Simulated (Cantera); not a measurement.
Input: 1 mol Cr, 0.81 mol N2O, equilibrated at 850 K and 0.00133 bar.

These are equilibrium values from Cantera (NASA tables, ideal gas, pure condensed phases), not measurements of a reactor. Candidate condensed phases: Cr, CrN, Cr2N, Cr2O3; 14 gas species. Equilibrium is a limit: real reactors are often held back by kinetics, nucleation or transport.

Base state: N2 1.00 (mole fractions); condensed: CrN(s) + Cr2O3(s).

**Question.** What changes in the equilibrium state with this change: temperature from 850 K to 2175 K?

**Answer.** 
| species | before | after |
|---|---|---|
| N2 | 1.00 | 0.616 |
| Cr | <1e-9 | 0.336 |
| CrO | <1e-9 | 0.0459 |
| CrO2 | <1e-9 | 0.00264 |
| O | <1e-9 | 0.000284 |
| CrN(s), mol | 0.460 | 0 |
| Cr2O3(s), mol | 0.270 | 0.247 |
